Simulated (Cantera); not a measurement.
# Stirred combustor or abatement burner

A perfectly stirred reactor is fed with 3.27 % CH4, 2.32 % C2H6, 19.8 % O2, 74.6 % N2, at 16.8 atm; it is adiabatic with a 525 K inlet, and is followed from long to short residence time, starting on the burning branch (τ in s: 0.041, 0.018, 0.0078, 0.0034, 0.0015, 0.00065, 0.00029, 0.00013, 5.5e-05, 2.4e-05, 1e-05, 4.6e-06).

Model: GRI-Mech 3.0 (53 species, 325 reactions), integrated in Cantera. The pressure lies above the range GRI-Mech 3.0 was tuned for (to about 10 atm).

```
τ (s)    T (K)     x CH4    x C2H6    x O2    x C2H4     x OH      x NO
-------  -----  --------  --------  ------  --------  -------  --------
0.041     2098   8.02e-7   8.28e-8  0.0504   2.75e-7  0.00131  0.000683
0.018     2098   1.76e-6   1.85e-7  0.0506   6.13e-7  0.00135  0.000363
0.0078    2097   3.81e-6   4.14e-7  0.0507   1.36e-6  0.00141  0.000192
0.0034    2095   7.81e-6   8.98e-7  0.0509   2.93e-6  0.00152  0.000110
0.0015    2090   1.50e-5   1.86e-6  0.0511   5.96e-6  0.00172   7.20e-5
0.00065   2081   2.78e-5   3.80e-6  0.0515   1.17e-5  0.00201   5.23e-5
0.00029   2066   5.02e-5   7.44e-6  0.0523   2.15e-5  0.00235   4.08e-5
0.00013   2042   9.27e-5   1.46e-5  0.0537   3.83e-5  0.00269   3.14e-5
5.5e-5    1997  0.000198   3.24e-5  0.0566   7.24e-5  0.00287   2.12e-5
2.4e-5    1877  0.000723  0.000116  0.0658  0.000219  0.00190   6.87e-6
1.0e-5     525    0.0327    0.0232   0.198    <1e-12   <1e-12    <1e-12
4.6e-6     525    0.0327    0.0232   0.198    <1e-12   <1e-12    <1e-12
```
x: mole fraction; the columns are a selection and need not sum to one.
